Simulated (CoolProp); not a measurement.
Properties of tetrahydrofuran along the isotherm 59.15 °C (Tc = 267.0 °C, pc = 5.304 MPa, ω = 0.234).

The numbers come from the reference Helmholtz-energy equation of state, Fiedler 2023 in CoolProp.

| p (MPa) | phase | density (kg/m³) | cv (kJ/(kg K)) | Joule-Thomson coefficient (K/MPa) | isothermal compressibility (1/MPa) |
|---|---|---|---|---|---|
| 0.995 | liquid | 844.6 | 1.311 | -0.3510 | 0.001331 |
| 1.99 | liquid | 845.7 | 1.311 | -0.3535 | 0.001312 |
| 2.98 | liquid | 846.8 | 1.312 | -0.3559 | 0.001294 |
| 3.98 | liquid | 847.9 | 1.312 | -0.3582 | 0.001277 |
| 4.97 | liquid | 849.0 | 1.313 | -0.3605 | 0.001260 |
| 5.97 | liquid | 850.0 | 1.313 | -0.3627 | 0.001244 |
| 6.96 | liquid | 851.1 | 1.314 | -0.3648 | 0.001228 |
| 7.96 | liquid | 852.1 | 1.314 | -0.3669 | 0.001213 |
